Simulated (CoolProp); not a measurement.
n-nonane at 298.15 K and 0.289 MPa flows at 0.062 m/s in a round tube of 6 mm bore and 15 µm roughness, fully developed (64/Re and Nu = 3.66 if laminar; Colebrook and Gnielinski if turbulent). Each further row changes one setting.

The numbers come from the reference Helmholtz-energy equation of state, Lemmon 2006 in CoolProp. It is a short technical equation, of lower accuracy than the large ones.

```tsv
case	Reynolds number	Darcy friction factor	pressure drop (Pa/m)	heat-transfer coefficient (W/(m² K))	mass flow (kg/h)
as stated	405	0.158	36.1	77.3	4.51
velocity 0.124 m/s	811	0.0789	72.2	77.3	9.02
diameter 12 mm	811	0.0789	9.03	38.7	18.0
```

Viscosity comes from a separate model (Huber 2004). Thermal conductivity comes from a separate model (Huber 2005).
